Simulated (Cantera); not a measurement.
Cantera run:

```python
import numpy as np
import cantera as ct

gas_names = [...]  # 95 gases of nasa_gas.yaml made of C, F, H
cond_names = """
    C(gr) C6H6(L) C7H8(L) C8H18(L),n-octa
""".split()


# ... load() reads the species with a 1 bar reference pressure and builds the phases ...
atoms = {
    'C2F6': {'C': 2, 'F': 6},
    'CH4': {'C': 1, 'H': 4},
    'H2': {'H': 2},
}
top_T = {'C(gr)': 4500}  # K; cautious upper limits of use, not melting points


# ... equilibrate(T, P, feed) seeds the gas with the atoms and calls Mixture.equilibrate('TP', solver="vcs", rtol=1e-11, max_steps=5000) ...
results = []
feed = {'C2F6': 1, 'CH4': 0.041, 'H2': 8.7}  # mol
T = 2598  # K
P = 23  # Pa
mix = equilibrate(T, P, feed)
results.append((T, P, feed, dict(zip(mix.species_names, mix.species_moles))))
print(gas.report(threshold=0.0001))
for i in range(1, mix.n_phases):
    print(f"{mix.phase(i).name:16s} {mix.phase_moles(i):12.5e} mol")
```

Output:

```
       temperature   2598 K
          pressure   23 Pa
           density   8.6978e-06 kg/m^3
  mean mol. weight   8.1688 kg/kmol
   phase of matter   gas

                          1 kg             1 kmol
                     ---------------   ---------------
          enthalpy        1.2767e+07        1.0429e+08  J
   internal energy        1.0122e+07        8.2688e+07  J
           entropy             33031        2.6982e+05  J/K
    Gibbs function       -7.3049e+07       -5.9672e+08  J
 heat capacity c_p            3315.9             27087  J/K
 heat capacity c_v              2298             18772  J/K

                      mass frac. Y      mole frac. X     chem. pot. / RT
                     ---------------   ---------------   ---------------
                 C         0.0038882         0.0026444           -3.3529
                CF         0.0016429        0.00043279           -35.115
                C2         0.0025828        0.00087829           -6.7059
               C2H         0.0025065        0.00081802           -22.533
    C2H2,acetylene         0.0027365         0.0008585            -38.36
                C3           0.04127         0.0093561           -10.059
                 F           0.02308         0.0099236           -31.762
                 H          0.071552           0.57986           -15.827
                HF           0.83715           0.34181           -47.589
                H2          0.013167          0.053351           -31.654
     [  +85 minor]        0.00042675        6.9074e-05

C(gr)             1.41852e+00 mol
```

These are equilibrium values from Cantera (NASA tables, ideal gas, pure condensed phases), not measurements of a reactor. The feed counts by its element totals alone.
